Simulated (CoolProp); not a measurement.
Aqueous potassium formate as a coolant, at -4 °C, 1 atm.

Values from CoolProp's Melinder's fits for secondary coolants.

| mass % | freezing point (°C) | density (kg/m³) | Prandtl number | conductivity (W/(m K)) | viscosity (mPa s) |
|---|---|---|---|---|---|
| 10.7 | -5.3 | 1069 | 15.8 | ___ | 2.27 |
| 16.4 | -9.0 | ___ | 16.0 | 0.534 | 2.41 |
| 22.2 | ___ | 1144 | 16.8 | 0.525 | 2.63 |
| 27.9 | -18.8 | 1183 | 17.8 | 0.515 | 2.90 |
| 33.7 | -25.7 | 1225 | 19.0 | ___ | 3.19 |
| 39.4 | -34.0 | 1267 | 20.7 | 0.490 | 3.55 |
| 45.2 | -44.3 | 1313 | 24.3 | 0.475 | ___ |

Task: Fill in the missing entries.

Result: 
- 10.7, conductivity (W/(m K)): 0.542
- 16.4, density (kg/m³): 1105
- 22.2, freezing point (°C): -13.4
- 33.7, conductivity (W/(m K)): 0.504
- 45.2, viscosity (mPa s): 4.26
